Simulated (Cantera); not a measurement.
## Moist CO burnout

An isothermal, constant-pressure homogeneous reactor starts with 0.433 % CO, 1.08 % O2, 0.187 % H2O, 98.3 % N2, at 1050 K and 3.45 atm.

Detailed kinetics in Cantera: GRI-Mech 3.0 (53 species, 325 reactions).

| t (s) | x CO | x O2 | x H2O | x N2O | x HO2 |
|---|---|---|---|---|---|
| 1.00e-5 | 0.00433 | 0.0108 | 0.00187 | <1e-12 | <1e-12 |
| 5.99e-5 | 0.00433 | 0.0108 | 0.00187 | <1e-12 | <1e-12 |
| 0.000359 | 0.00433 | 0.0108 | 0.00187 | <1e-12 | 1.79e-11 |
| 0.00215 | 0.00433 | 0.0108 | 0.00187 | 1.68e-12 | 5.83e-10 |
| 0.0129 | 0.00433 | 0.0108 | 0.00187 | 3.61e-11 | 1.28e-8 |
| 0.0774 | 0.00427 | 0.0108 | 0.00187 | 1.16e-8 | 1.43e-6 |
| 0.464 | 0.00345 | 0.0104 | 0.00186 | 1.63e-7 | 1.52e-6 |
| 2.78 | 0.00104 | 0.00918 | 0.00187 | 6.90e-7 | 9.06e-7 |
| 16.7 | 2.26e-5 | 0.00868 | 0.00187 | 7.94e-7 | 8.31e-8 |
| 100 | 1.41e-11 | 0.00867 | 0.00187 | 5.95e-8 | 6.30e-11 |
x: mole fraction; the columns are a selection and need not sum to one.

Equilibrium at this temperature and pressure: CO 7.69e-12, O2 0.00866, H2O 0.00187, N2O 1.98e-9, HO2 3.42e-11 (gas phase only).
